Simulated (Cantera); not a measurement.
What does this Cantera script print?

```python
import numpy as np
import cantera as ct

gas_names = """
    C CH CH2 CH3 CH2OH CH3O CH4 CH3OH CO CO2 COOH C2 C2H CHCO,ketyl C2H2,acetylene C2H2,vinylidene
    CH2CO,ketene C2H3,vinyl CH3CO,acetyl C2H4 C2H4O,ethylen CH3CHO,ethanal CH3COOH (HCOOH)2 C2H5 C2H6
    CH3OCH3 C2H5OH C2O C3 C3H3,propargyl C3H4,allene C3H4,propyne C3H4,cyclo- C3H5,allyl C3H6,propylene
    C3H6,cyclo- C3H6O C3H7,n-propyl C3H7,i-propyl C3H8 C3H8O,1propanol C3H8O,2propanol C3O2 C4 C4H2
    C4H4,1,3-cyclo- C4H6,butadiene C4H6,2-butyne C4H6,cyclo- C4H8,1-butene C4H8,cis2-buten
    C4H8,tr2-butene C4H8,isobutene C4H8,cyclo- (CH3COOH)2 C4H9,n-butyl C4H9,i-butyl C4H9,s-butyl
    C4H9,t-butyl C4H10,isobutane C4H10,n-butane C5 C5H6,1,3cyclo- C5H8,cyclo- C5H10,1-pentene
    C5H10,cyclo- C5H11,pentyl C5H11,t-pentyl C5H12,n-pentane C5H12,i-pentane CH3C(CH3)2CH3 C6H2
    C6H5,phenyl C6H5O,phenoxy C6H6 C6H5OH,phenol C6H10,cyclo- C6H12,1-hexene C6H12,cyclo- C6H13,n-hexyl
    C7H7,benzyl C7H8 C7H8O,cresol C7H14,1-heptene C7H15,n-heptyl C7H16,n-heptane C8H8,styrene
    C8H10,ethylbenz C8H16,1-octene C8H17,n-octyl C8H18,isooctane C8H18,n-octane C9H19,n-nonyl
    C10H8,naphthale C10H21,n-decyl C12H9,o-bipheny C12H10,bipheny H HCO HO2 H2 HCHO,formaldehy HCOOH H2O
    H2O2 O OH O2 O3 Si SiC SiC2 SiC4H12 SiH SiH2 SiH3 SiH4 SiO SiO2 Si2 Si2C Si3
""".split()
cond_names = """
    C(gr) C6H6(L) C7H8(L) C8H18(L),n-octa H2O(s) H2O(L) Si(cr) Si(L) SiC(b) SiO2(Lqz) SiO2(hqz) SiO2(L)
""".split()


def load(file, names, dense=False):
    # The tables refer to 1 bar. Condensed volumes are neglected.
    table = {s.name: s for s in ct.Species.list_from_file(file)}
    out = []
    for n in names:
        d = dict(table[n].input_data)
        d["thermo"] = dict(d["thermo"], **{"reference-pressure": 1e5})
        if dense:
            d["equation-of-state"] = {"model": "constant-volume", "density": "1e6 g/cm^3"}
        out.append(ct.Species.from_dict(d))
    return out


gas = ct.Solution(thermo="ideal-gas", species=load("nasa_gas.yaml", gas_names))
cond = {s.name: ct.Solution(thermo="fixed-stoichiometry", species=[s], name=s.name)
        for s in load("nasa_condensed.yaml", cond_names, dense=True)}
atoms = {
    'TEOS': {'Si': 1, 'C': 8, 'H': 20, 'O': 4},
    'CO2': {'C': 1, 'O': 2},
}
top_T = {'C(gr)': 4500, 'SiC(b)': 3050}  # K; cautious upper limits of use, not melting points


def equilibrate(T, P, feed):
    n = {}
    for name, mol in feed.items():
        for a, k in atoms[name].items():
            n[a] = n.get(a, 0.0) + k * mol
    gas.TPX = T, P, n
    mass = sum(n.values()) * gas.mean_molecular_weight
    gas.equilibrate("TP")
    valid = [c for c in cond.values() if c.min_temp <= T <= top_T.get(c.name, c.max_temp)]
    mix = ct.Mixture([(gas, mass / gas.mean_molecular_weight)] + [(c, 0.0) for c in valid])
    mix.T, mix.P = T, P
    mix.equilibrate("TP", solver="vcs", rtol=1e-11, max_steps=5000)
    return mix


results = []
feed = {'TEOS': 1, 'CO2': 2.9}  # mol
P = 6.8  # Pa
for T in [548, 598, 648, 698, 748, 798, 848]:
    mix = equilibrate(T, P, feed)
    results.append((T, P, feed, dict(zip(mix.species_names, mix.species_moles))))

top = {s: max(r[3][s] / sum(r[3][g] for g in gas_names) for r in results) for s in gas_names}
cols = sorted((s for s in top if top[s] > 1e-05), key=lambda s: -top[s])[:9]
seen = [c for c in cond_names if any(r[3].get(c, 0) > 1e-12 for r in results)]
print("log10 of partial pressures in bar; condensed amounts in mol")
print(f"{'T/K':>10s}" + "".join(f"{s[:9]:>10s}" for s in cols + seen))
for T, P, feed, n in results:
    ng = sum(n[g] for g in gas_names)
    print(f"{T:10.4g}" + "".join(f"{np.log10(max(n[s] / ng * P / 1e5, 1e-99)):10.3f}" for s in cols)
          + "".join(f"{n.get(c, 0):10.4g}" for c in seen))
```

Result:

```
log10 of partial pressures in bar; condensed amounts in mol
       T/K        H2        CO       CO2       H2O       CH4     C(gr) SiO2(Lqz) SiO2(hqz)
       548    -4.388    -6.011    -4.827    -4.979    -6.122     7.756         1         0
       598    -4.356    -5.326    -4.840    -5.334    -6.714     6.952         1         0
       648    -4.371    -4.839    -5.036    -5.770    -7.306     5.548         1         0
       698    -4.403    -4.599    -5.555    -6.341    -7.858     3.907         1         0
       748    -4.415    -4.538    -6.299    -6.970    -8.310     3.257         1         0
       798    -4.417    -4.528    -7.034    -7.554    -8.692     3.131         1         0
       848    -4.418    -4.526    -7.694    -8.076    -9.029     3.107         0         1
```

Equilibrium computed with Cantera from the NASA thermochemical tables; the gas is ideal and each condensed phase is pure. The feed counts by its element totals alone.
